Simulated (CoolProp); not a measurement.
The fluid at 298.15 K and 0.718 MPa flows at 0.086 m/s in a round tube of 10 mm bore and 15 µm roughness, fully developed (64/Re and Nu = 3.66 if laminar; Colebrook and Gnielinski if turbulent). The same conditions are run with several fluids, on thermodynamics alone (safety and materials aside).

Model: reference Helmholtz-energy equation of state of each fluid (R22: Kamei 1995; methane: Setzmann 1991; R410A: Lemmon 2003; CH2F2 (R32): Tillner-Roth 1997), in CoolProp. Blends and air are pseudo-pure fits.

| fluid | Reynolds number | Darcy friction factor | pressure drop (Pa/m) | heat-transfer coefficient (W/(m² K)) | mass flow (kg/h) |
|---|---|---|---|---|---|
| R22 | 1750 | 0.0365 | 0.381 | 4.33 | [?] |
| methane | 359 | [?] | 0.310 | 12.6 | 0.114 |
| R410A | [?] | 0.0418 | 0.360 | 5.14 | 0.568 |
| CH2F2 (R32) | 1070 | 0.0601 | 0.369 | [?] | [?] |

Problem. Complete the blanks.

Solution. 
- R22, mass flow (kg/h): 0.687
- methane, Darcy friction factor: 0.178
- R410A, Reynolds number: 1530
- CH2F2 (R32), heat-transfer coefficient (W/(m² K)): 5.29
- CH2F2 (R32), mass flow (kg/h): 0.404

Transport values come from each fluid's own correlations; those of R22, CH2F2 (R32) are estimates that may be off by 10 % or more.
